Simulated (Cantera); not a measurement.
Charge: 1 mol acetone, 2.5 mol NH₃, at 170000 Pa.

These are equilibrium values from Cantera (NASA tables, ideal gas, pure condensed phases), not measurements of a reactor. Candidate condensed phases: C, C₆H₆, C₇H₈, C₈H₁₈, H₂O; 136 gas species. The feed counts by its element totals alone. Kinetics and transport are ignored.

Q: At 1423 K, list the 6 most abundant gas species with their mole fractions, and the condensed phases.

A: H₂ 0.745, N₂ 0.139, CO 0.111, CH₄ 0.00360, H₂O 0.000434, HCN 0.000192. Condensed: C(graphite).
